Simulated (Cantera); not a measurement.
What does this Cantera script print?

```python
import numpy as np
import cantera as ct

gas = ct.Solution("gri30.yaml")
gas.TPX = 1425, 500000, {'CH2O': 0.013, 'O2': 0.0023, 'N2': 1}
inlet = ct.Reservoir(gas, clone=True)

reactor = ct.IdealGasConstPressureReactor(gas, energy="off", clone=False)
exhaust = ct.Reservoir(gas, clone=True)
tau = [7, 2.3, 0.78, 0.26, 0.086, 0.029, 0.0095, 0.0032, 0.001, 0.00035][0]
for a, b in ((inlet, reactor), (reactor, exhaust)):
    ct.MassFlowController(a, b, mdot=lambda t: reactor.mass / tau)
net = ct.ReactorNet([reactor])
show = ['CH2O', 'O2', 'CH2', 'HO2', 'CH4', 'CO', 'CO2']

rows = []
print(f"{'tau/s':>10s}{'T/K':>9s}" + "".join(f"{s:>11s}" for s in show))
for tau in [7, 2.3, 0.78, 0.26, 0.086, 0.029, 0.0095, 0.0032, 0.001, 0.00035]:
    net.initial_time = 0.0
    net.advance(30 * tau)
    before = gas.X
    net.advance(40 * tau)
    drift = np.max(np.abs(gas.X - before) / (gas.X + 1e-9))
    rows.append([gas.T, *gas[show].X, drift])
    print(f"{tau:10.3e}{gas.T:9.1f}" + "".join(f"{x:11.3e}" for x in gas[show].X))
```

Output:

```
     tau/s      T/K       CH2O         O2        CH2        HO2        CH4         CO        CO2
 7.000e+00   1425.0  1.765e-07  1.124e-06  8.768e-13  1.054e-09  6.342e-08  1.117e-02  1.497e-03
 2.300e+00   1425.0  3.171e-07  2.023e-06  3.989e-12  2.203e-09  1.169e-07  1.118e-02  1.488e-03
 7.800e-01   1425.0  5.656e-07  3.611e-06  1.631e-11  4.335e-09  2.139e-07  1.120e-02  1.472e-03
 2.600e-01   1425.0  1.030e-06  6.576e-06  6.223e-11  8.422e-09  3.919e-07  1.123e-02  1.443e-03
 8.600e-02   1425.0  1.912e-06  1.218e-05  2.120e-10  1.630e-08  6.953e-07  1.127e-02  1.393e-03
 2.900e-02   1425.0  3.584e-06  2.272e-05  6.088e-10  3.141e-08  1.145e-06  1.135e-02  1.310e-03
 9.500e-03   1425.0  7.116e-06  4.461e-05  1.513e-09  6.369e-08  1.772e-06  1.149e-02  1.174e-03
 3.200e-03   1425.0  1.502e-05  9.186e-05  3.166e-09  1.372e-07  2.558e-06  1.167e-02  9.769e-04
 1.000e-03   1425.0  3.903e-05  2.221e-04  6.221e-09  3.686e-07  3.493e-06  1.192e-02  7.046e-04
 3.500e-04   1425.0  1.264e-04  5.687e-04  9.824e-09  1.278e-06  3.744e-06  1.211e-02  4.221e-04
```

Cantera simulation using GRI-Mech 3.0 (53 species, 325 reactions); the numbers are that mechanism's predictions, not measurements.
